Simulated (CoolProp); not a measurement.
A simple Rankine cycle with cyclopropane: condensing at 297.15 K, boiler at 2.37 MPa, turbine inlet 472 K, turbine efficiency 0.8, pump efficiency 0.6, no recuperator. Each further row changes one setting.

Computed with CoolProp (reference Helmholtz-energy equation of state, Polt 1992). This equation is an older, rougher fit; its heat capacities, sound speeds and derivatives of the liquid may be far off and weren't checked against measurements.

```csv
case,thermal efficiency (%),net work (kJ/kg),heat in (kJ/kg),turbine exit temperature (K),volume ratio over the turbine
as stated,10.7,75.2,706,425.6,3.21
condensing temperature 289.15 K,12.3,89.0,724,(withheld),(withheld)
boiler pressure 1.66 MPa,(withheld),55.7,(withheld),439.9,2.27
turbine efficiency 0.7,9.2,65.3,706,430.5,3.25
```

**Question.** Fill in the missing entries.

**Answer.** 
- condensing temperature 289.15 K, turbine exit temperature (K): 417.5
- condensing temperature 289.15 K, volume ratio over the turbine: 3.97
- boiler pressure 1.66 MPa, thermal efficiency (%): 7.8
- boiler pressure 1.66 MPa, heat in (kJ/kg): 716
